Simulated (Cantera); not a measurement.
An adiabatic, constant-pressure homogeneous reactor starts with H2 : O2 : N2 : H2O = 1 : 0.455 : 3.41 : 0.6 (molar parts), equivalence ratio 1.1, at 975 K and 0.300 bar. Integrator tolerance rtol = 1e-08.

Detailed kinetics in Cantera: the H2/O2 subset of GRI-Mech 3.0, which has no nitrogen chemistry.

Question: What does this change do: N2 3.41 to 6.5 parts?

Answer: 
```csv
quantity,before,after
time of steepest temperature rise,1.73 ms,2.40 ms
temperature at 10.0 s,2119 K,1741 K
equilibrium temperature,2119 K,1741 K
x(H2) at 10.0 s,0.0191 (gas-phase equilibrium 0.0191),0.0111 (gas-phase equilibrium 0.0111)
x(O2) at 10.0 s,0.000372 (gas-phase equilibrium 0.000372),8.77e-7 (gas-phase equilibrium 8.77e-7)
x(H2O) at 10.0 s,0.298 (gas-phase equilibrium 0.298),0.186 (gas-phase equilibrium 0.186)
x(HO2) at 10.0 s,4.91e-8 (gas-phase equilibrium 4.91e-8),7.96e-11 (gas-phase equilibrium 7.96e-11)
x(O) at 10.0 s,5.60e-5 (gas-phase equilibrium 5.60e-5),1.17e-7 (gas-phase equilibrium 1.17e-7)
x(OH) at 10.0 s,0.00170 (gas-phase equilibrium 0.00170),3.98e-5 (gas-phase equilibrium 3.98e-5)
```
